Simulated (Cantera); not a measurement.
A closed system holds: 1 mol CuO, 2.3 mol CO, 1.6 mol H₂, held at 1223.15 K and 1330 Pa.

Method: chemical equilibrium by Gibbs-energy minimisation in Cantera with the NASA 1993 tables (ideal gas, pure condensed phases). Candidate condensed phases: C, C₆H₆, C₇H₈, C₈H₁₈, Cu, CuO, Cu(OH)₂, Cu₂O, H₂O; 113 gas species. The numbers say what is thermodynamically allowed, not how fast it happens.

Base state: CO 0.456, H₂ 0.287, CO₂ 0.134, H₂O 0.123 (mole fractions); condensed: Cu(s).

Q: What changes in the equilibrium state with this change: CuO replaced by MgO?

A: 
```csv
species,before,after
CO,0.456,0.590
H₂,0.287,0.410
H₂O,0.123,6.47e-5
CO₂,0.134,6.36e-5
CH₄,4.18e-9,2.99e-5
"Cu(s), mol",1.000,0
"C(graphite), mol",0,0.000383
"MgO(s), mol",0,1.00
```
Further candidate phases: Mg, MgCO₃, MgO, Mg(OH)₂.
